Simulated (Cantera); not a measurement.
**Thermodynamics of silicon carbide growth, feed Si(CH3)4 + C3H8 + H2**

Charge: 1 mol Si(CH3)4, 0.15 mol C3H8, 390 mol H2, at 30.0 mbar.

Equilibrium computed with Cantera from the NASA thermochemical tables; the gas is ideal and each condensed phase is pure. Candidate condensed phases: C, C6H6, C7H8, C8H18, Si, SiC; 87 gas species. Gases not in the tables: Si2H6 and higher silanes. Rates play no part.

From 1698 K to 2148 K the condensed part is C(graphite) + SiC(s). At 2298 K the condensed part is C(graphite). From 2448 K to 2598 K nothing is condensed. The main Si-bearing gas is Si throughout.

```tsv
T (K)	log p H2	log p H	log p C2H2 (acetylene)	log p Si	log p SiC2	log p SiH	n C(graphite)	n SiC(s)
1698	-1.52	-4.60	-5.67	-8.02	-10.13	-8.59	3.38	1.000
1848	-1.52	-4.04	-5.11	-6.73	-8.45	-7.49	3.24	0.996
1998	-1.53	-3.56	-4.65	-5.64	-7.02	-6.57	2.88	0.960
2148	-1.53	-3.15	-4.25	-4.70	-5.80	-5.77	2.24	0.652
2298	-1.55	-2.79	-3.92	-4.24	-5.11	-5.45	0.896	0
2448	-1.58	-2.49	-3.83	-4.23	-5.07	-5.56	0	0
2598	-1.62	-2.23	-3.86	-4.23	-5.14	-5.69	0	0
```
log p: log10 of the partial pressure in bar; n: condensed amount in mol.
